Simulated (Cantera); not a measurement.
An isothermal, constant-pressure homogeneous reactor starts with 78.7 % NO, 21.3 % N2, at 2175 K and 63.0 Torr.

Model: GRI-Mech 3.0 (53 species, 325 reactions), integrated in Cantera.

x: mole fraction; the columns are a selection and need not sum to one.

```
t (s)       x NO   x N2       x O     x NO2      x O2
--------  ------  -----  --------  --------  --------
8.00e-5    0.787  0.213   1.57e-5   2.00e-7   1.38e-7
0.000504   0.787  0.213  0.000106   4.98e-6   5.89e-6
0.00318    0.785  0.213  0.000742   4.45e-5  0.000338
0.0201     0.770  0.220   0.00140   7.96e-5   0.00738
0.126      0.662  0.274   0.00230  0.000137    0.0608
0.798        ___    ___       ___       ___       ___
5.03      0.0148  0.597   0.00495   7.64e-6     0.383
31.7      0.0141  0.598   0.00495   7.26e-6     0.383
200       0.0141  0.598   0.00495   7.26e-6     0.383
```

### Question
Complete the blanks.

### Answer

- 0.798, x NO: 0.176
- 0.798, x N2: 0.517
- 0.798, x O: 0.00444
- 0.798, x NO2: 8.02e-5
- 0.798, x O2: 0.303
